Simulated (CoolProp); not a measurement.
Vapour-liquid equilibrium of diethyl ether (1) + acetone (2) at 154.15 °C; x and y are mole fractions of (1).

Model: multi-fluid Helmholtz-energy mixture model, Thol 2014 and Lemmon 2006; pair parameters Bell 2016, in CoolProp.

Q: Give the bubble pressure and the first vapour's composition at x = 0.275, 0.725, 0.875. Is there an azeotrope?

A: x = 0.275: 15.42 bar, y = 0.371; x = 0.725: 18.72 bar, y = 0.758; x = 0.875: 19.18 bar, y = 0.881. y crosses x between x = 0.875 and 0.95: the model has an azeotrope there.

The pair parameters rest on a limited set of measurements; away from them the model extrapolates.
